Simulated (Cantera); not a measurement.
Cantera run, input and output.

```python
import numpy as np
import cantera as ct

gas = ct.Solution("gri30.yaml")


def delay(T, t_max=10):
    gas.TPX = T, 390000, {'CH4': 1, 'O2': 4.55, 'N2': 17.1, 'H2O': 1.2, 'C2H6': 0.044}
    reactor = ct.IdealGasConstPressureReactor(gas, clone=False)
    net = ct.ReactorNet([reactor])
    net.rtol, net.atol = 1e-8, 1e-16
    while net.time < t_max:
        t_old, T_old = net.time, reactor.T
        net.step()
        if reactor.T > T + 400:  # ignition: a rise of 400 K
            return t_old + (T + 400 - T_old) / (reactor.T - T_old) * (net.time - t_old)
    return np.nan


taus = []
for T in [1225, 1275, 1325, 1375, 1425, 1475, 1525]:
    taus.append(delay(T))
    print(f"T0 = {T:6g} K   tau = {taus[-1]:.4e} s")
```

It prints:

```
T0 =   1225 K   tau = 2.7928e-03 s
T0 =   1275 K   tau = 1.5796e-03 s
T0 =   1325 K   tau = 9.1526e-04 s
T0 =   1375 K   tau = 5.4118e-04 s
T0 =   1425 K   tau = 3.2627e-04 s
T0 =   1475 K   tau = 2.0086e-04 s
T0 =   1525 K   tau = 1.2665e-04 s
```

Model: GRI-Mech 3.0 (53 species, 325 reactions), integrated in Cantera.
